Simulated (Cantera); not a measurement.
A perfectly stirred reactor is fed with CO : O2 : H2O : N2 = 0.002 : 0.04 : 0.0003 : 1 (molar parts), equivalence ratio 0.025, at 3.90 bar; it is held at 1375 K, and followed from long to short residence time.

Detailed kinetics in Cantera: GRI-Mech 3.0 (53 species, 325 reactions).

Q: What does this change do: temperature 1375 to 1400 K?

A: 
```
quantity                 before     after
---------------------  --------  --------
x(CO) at τ = 15.0 s     6.40e-6   5.56e-6
x(O2) at τ = 15.0 s      0.0375    0.0375
x(H2O) at τ = 15.0 s   0.000287  0.000287
x(NO) at τ = 15.0 s     1.62e-6   1.92e-6
x(NO2) at τ = 15.0 s    4.59e-8   4.32e-8
x(CO) at τ = 0.100 s   0.000252  0.000218
x(O2) at τ = 0.100 s     0.0376    0.0375
x(H2O) at τ = 0.100 s  0.000285  0.000284
x(NO) at τ = 0.100 s    1.53e-6   1.89e-6
x(NO2) at τ = 0.100 s   7.21e-8   7.80e-8
```

Q: What does this change do: temperature 1375 to 950 K?

A: 
```
quantity                 before     after
---------------------  --------  --------
x(CO) at τ = 15.0 s     6.40e-6   0.00169
x(O2) at τ = 15.0 s      0.0375    0.0383
x(H2O) at τ = 15.0 s   0.000287  0.000288
x(NO) at τ = 15.0 s     1.62e-6  1.04e-12
x(NO2) at τ = 15.0 s    4.59e-8  2.32e-11
x(CO) at τ = 0.100 s   0.000252   0.00192
x(O2) at τ = 0.100 s     0.0376    0.0384
x(H2O) at τ = 0.100 s  0.000285  0.000288
x(NO) at τ = 0.100 s    1.53e-6    <1e-12
x(NO2) at τ = 0.100 s   7.21e-8    <1e-12
```
